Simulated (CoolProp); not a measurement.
Computed with CoolProp (reference Helmholtz-energy equation of state, Span 2000).

Question: For nitrogen, give the phase and the Joule-Thomson coefficient (K/MPa) at 844.8 K and 0.265 bar.

Answer: 
- 844.8 K and 0.265 bar: gas; Joule-Thomson coefficient -0.448
